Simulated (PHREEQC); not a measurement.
Dissolve 9.7e-05 mol/kgw CaSO4 and 0.00022 mol/kgw NaHCO3 at 25 °C. Closed to the air; pH follows from the charge balance.

Model: Pitzer model, pitzer.dat, run in PHREEQC.

```tsv
quantity	before	after
pH	8.17	8.59
ionic strength (mol/kgw)	0.000610	0.000619
```

Name the change that produced these shifts.
A. temperature from 25 to 50 °C
B. 7e-06 mol/kgw NaOH added
C. NaHCO3 replaced by NaHSO4 at the same molality
D. CaSO4 left out

B, 7e-06 mol/kgw NaOH added

Precipitation was switched off in this run.
